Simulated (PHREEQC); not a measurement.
Solution (25 °C): 2 mmol/kgw FeCl3, 1.6 mmol/kgw ZnCl2, 77 mmol/kgw HCl and 0.23 mmol/kgw NaCl. Closed to the air; pH follows from the charge balance.

Computed with PHREEQC (ion-association model, wateq4f.dat).

Task: The ionic strength comes out as 0.0903 mol/kgw. What activity coefficients do ZnCl+, FeCl2+, Zn+2, H+, Fe+3 get?

Result: ZnCl+ 0.78, FeCl2+ 0.79, Zn+2 0.41, H+ 0.83, Fe+3 0.19.

No solid was allowed to form. The solution is supersaturated, for example in Hematite (slow to form), Goethite (slow to form), so a real one may precipitate; this is no full list.
